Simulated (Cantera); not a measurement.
Feed: 1 mol Ti, 0.5 mol C3H8, held at 1227 °C and 0.133 bar.

Equilibrium computed with Cantera from the NASA thermochemical tables; the gas is ideal and each condensed phase is pure. Candidate condensed phases: C, C6H6, C7H8, C8H18, Ti, TiC; 77 gas species. TiC: taken at fixed stoichiometry. Equilibrium is a limit: real reactors are often held back by kinetics, nucleation or transport.

Base state: H2 1.000, CH4 0.000342, H 4.82e-5 (mole fractions); condensed: C(graphite) + TiC(s).

Q: What changes in the equilibrium state with this change: temperature from 1227 °C to 727 °C?

A: 
```
species             before    after
----------------  --------  -------
H2                   1.000    0.988
CH4               0.000342   0.0124
H                  4.82e-5  6.18e-9
C(graphite), mol     0.499    0.475
TiC(s), mol           1.00     1.00
```
